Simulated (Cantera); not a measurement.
A closed system holds: 1 mol Al, 3.8 mol N2, held at 800 K and 1.00 Torr.

Equilibrium computed with Cantera from the NASA thermochemical tables; the gas is ideal and each condensed phase is pure. Candidate condensed phases: Al, AlN; 5 gas species. The numbers say what is thermodynamically allowed, not how fast it happens.

Base state: N2 1.00 (mole fractions); condensed: AlN(s).

Task: What changes in the equilibrium state with this change: temperature from 800 K to 1925 K?

Result: 
```
species      before  after
-----------  ------  -----
N2             1.00  0.899
Al            <1e-9  0.101
AlN(s), mol    1.00  0.606
```

Task: What changes in the equilibrium state with this change: Al replaced by AlCl3?

Result: 
| species | before | after |
|---|---|---|
| N2 | 1.00 | 0.792 |
| AlCl3 | 0 | 0.208 |
| Al2Cl6 | 0 | 0.000193 |
| AlN(s), mol | 1.00 | 0 |
Further candidate phases: AlCl3.
